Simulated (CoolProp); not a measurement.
Properties of ethylene along the isobar 7090 kPa (Tc = 282.4 K, pc = 5042 kPa, ω = 0.087).

The numbers come from the reference Helmholtz-energy equation of state, Smukala 2000 in CoolProp.

| T (K) | phase | Z | isothermal compressibility (1/MPa) | fugacity coefficient |
|---|---|---|---|---|
| 249 | liquid | 0.2151 | 0.008163 | 0.2894 |
| 267.3 | liquid | 0.2222 | 0.01651 | 0.4067 |
| 285.6 | supercritical | 0.2496 | 0.05885 | 0.5316 |
| 303.8 | supercritical | 0.4338 | 0.4022 | 0.6386 |
| 322.1 | supercritical | 0.6120 | 0.2486 | 0.7064 |
| 340.4 | supercritical | 0.7045 | 0.2044 | 0.7560 |
| 358.6 | supercritical | 0.7655 | 0.1844 | 0.7951 |
| 376.9 | supercritical | 0.8101 | 0.1727 | 0.8271 |
| 395.2 | supercritical | 0.8442 | 0.1652 | 0.8535 |
| 413.5 | supercritical | 0.8712 | 0.1599 | 0.8757 |
| 431.7 | supercritical | 0.8928 | 0.1560 | 0.8943 |
| 450 | supercritical | 0.9107 | 0.1530 | 0.9102 |
